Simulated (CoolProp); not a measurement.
Vapour-liquid equilibrium of acetone (1) + cyclohexane (2) at 134.75 °C; x and y are mole fractions of (1).

The numbers come from the multi-fluid Helmholtz-energy mixture model, Lemmon 2006 and Zhou 2014; pair parameters Bell 2016 in CoolProp.

Give the bubble pressure and the first vapour's composition at x = 0.05, 0.5, 0.8. Is there an azeotrope?

x = 0.05: 497.4 kPa, y = 0.208; x = 0.5: 811.5 kPa, y = 0.636; x = 0.8: 861.7 kPa, y = 0.806. y crosses x between x = 0.8 and 0.95: the model has an azeotrope there.

The pair parameters rest on a limited set of measurements; away from them the model extrapolates.
